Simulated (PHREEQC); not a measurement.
Dissolve 0.2 mol/kgw HF and 0.0042 mol/kgw NH3 at 30 °C. It is in equilibrium with CO2 at log p = -3.5 (atm). Otherwise closed; pH follows from the charge balance.

Computed with PHREEQC (ion-association model, phreeqc.dat).

Precipitation was switched off in this run.

Problem. Estimate the pH, ionic strength.

Solution. pH 1.93; ionic strength 0.0175 mol/kgw.

Problem. In which forms is F present?

Solution. HF 88 %, HF2- 7.2 %, F- 5.2 % of the F.

Complexes and solids missing from the database can't appear.
